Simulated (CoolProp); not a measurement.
CH2F2 (R32) at several states: density (kg/m³) from the reference equation and from simpler models built on Tc = 351.3 K, pc = 57.83 bar, ω = 0.277; each cubic takes its own stable root.

Model: reference Helmholtz-energy equation of state, Tillner-Roth 1997, in CoolProp.

```json
[
 {"T (K)": "224.3", "p (bar)": "4.44", "phase": "liquid", "reference": "1206"},
 {"T (K)": "238.6", "p (bar)": "142", "phase": "liquid", "reference": "1192"},
 {"T (K)": "218.4", "p (bar)": "7.74", "phase": "liquid", "reference": "1223"}
]
```

### Question
How far does each simpler model (Redlich-Kwong, Peng-Robinson) lie from the reference over these 3 states: mean and median of the absolute difference, and the worst?

### Answer
- Redlich-Kwong: mean 24.5 %, median 24.8 %, worst -24.9 % at 224.3 K and 4.44 bar
- Peng-Robinson: mean 11.9 %, median 11.9 %, worst -12.1 % at 218.4 K and 7.74 bar
